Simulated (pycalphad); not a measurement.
**Phase fractions of Al-7.225Mg-0.9334Si (wt.%)**

All values are pycalphad results on the COST 507 light-alloy database (1999) (1 atm), not direct measurements. These are 1990s assessments: newer ones move some temperatures and phases. Amounts are mole fractions of atoms. Kinetics are ignored, which matters at the lower temperatures.

| T (°C) | liquid | fcc | MG2SI | ALMG_BETA |
|---|---|---|---|---|
| 627 | 1.000 | - | - | - |
| 577 | 0.162 | 0.819 | 0.018 | - |
| 527 | - | 0.974 | 0.026 | - |
| 477 | - | 0.973 | 0.027 | - |
| 427 | - | 0.973 | 0.027 | - |
| 377 | - | 0.973 | 0.027 | - |
| 327 | - | 0.973 | 0.027 | - |
| 277 | - | 0.973 | 0.027 | - |
| 227 | - | 0.925 | 0.027 | 0.048 |
| 177 | - | 0.885 | 0.027 | 0.088 |
| 127 | - | 0.857 | 0.027 | 0.116 |
| 77 | - | 0.838 | 0.027 | 0.136 |

Database names, with the compositions (at.%) that they take in these runs: MG2SI: Mg 67 Si 33; ALMG_BETA: Al 61 Mg 39.
